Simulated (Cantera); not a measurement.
What does this Cantera script print?

```python
import numpy as np
import cantera as ct

gas_names = """
    C CN CO CO2 C2 CCN CNC C2N2 C2O C3 C3O2 C4 C4N2 C5 N NCO NO NO2 NO3 N2 N2O O O2 O3 Pb PbO Pb2
""".split()
cond_names = """
    C(gr) Pb(cr) Pb(L) PbO(rd) PbO(yw) PbO(L) PbO2(s) Pb3O4(s)
""".split()


def load(file, names, dense=False):
    # The tables refer to 1 bar. Condensed volumes are neglected.
    table = {s.name: s for s in ct.Species.list_from_file(file)}
    out = []
    for n in names:
        d = dict(table[n].input_data)
        d["thermo"] = dict(d["thermo"], **{"reference-pressure": 1e5})
        if dense:
            d["equation-of-state"] = {"model": "constant-volume", "density": "1e6 g/cm^3"}
        out.append(ct.Species.from_dict(d))
    return out


gas = ct.Solution(thermo="ideal-gas", species=load("nasa_gas.yaml", gas_names))
cond = {s.name: ct.Solution(thermo="fixed-stoichiometry", species=[s], name=s.name)
        for s in load("nasa_condensed.yaml", cond_names, dense=True)}
atoms = {
    'Pb': {'Pb': 1},
    'CO': {'C': 1, 'O': 1},
    'N2': {'N': 2},
}
top_T = {'C(gr)': 4500, 'Pb3O4(s)': 820}  # K; cautious upper limits of use, not melting points


def equilibrate(T, P, feed):
    n = {}
    for name, mol in feed.items():
        for a, k in atoms[name].items():
            n[a] = n.get(a, 0.0) + k * mol
    gas.TPX = T, P, n
    mass = sum(n.values()) * gas.mean_molecular_weight
    gas.equilibrate("TP")
    valid = [c for c in cond.values() if c.min_temp <= T <= top_T.get(c.name, c.max_temp)]
    mix = ct.Mixture([(gas, mass / gas.mean_molecular_weight)] + [(c, 0.0) for c in valid])
    mix.T, mix.P = T, P
    mix.equilibrate("TP", solver="vcs", rtol=1e-11, max_steps=5000)
    return mix


results = []
feed = {'Pb': 1, 'CO': 4.4, 'N2': 5.3}  # mol
T = 1373.15  # K
P = 10  # Pa
mix = equilibrate(T, P, feed)
results.append((T, P, feed, dict(zip(mix.species_names, mix.species_moles))))
print(gas.report(threshold=0.0001))
for i in range(1, mix.n_phases):
    print(f"{mix.phase(i).name:16s} {mix.phase_moles(i):12.5e} mol")
```

Output:

```
       temperature   1373.2 K
          pressure   10 Pa
           density   3.9204e-05 kg/m^3
  mean mol. weight   44.759 kg/kmol
   phase of matter   gas

                          1 kg             1 kmol
                     ---------------   ---------------
          enthalpy        1.3072e+05        5.8508e+06  J
   internal energy       -1.2436e+05       -5.5662e+06  J
           entropy            7213.6        3.2287e+05  J/K
    Gibbs function       -9.7746e+06        -4.375e+08  J
 heat capacity c_p            743.13             33262  J/K
 heat capacity c_v            557.37             24947  J/K

                      mass frac. Y      mole frac. X     chem. pot. / RT
                     ---------------   ---------------   ---------------
                CO           0.25734           0.41121           -46.273
                N2           0.31002           0.49533           -35.657
                Pb           0.43264          0.093458           -17.437
     [  +24 minor]        2.5533e-07        6.2265e-08

C(gr)             4.04351e-07 mol
Pb(L)             0.00000e+00 mol
PbO(L)            0.00000e+00 mol
```

Method: chemical equilibrium by Gibbs-energy minimisation in Cantera with the NASA 1993 tables (ideal gas, pure condensed phases).
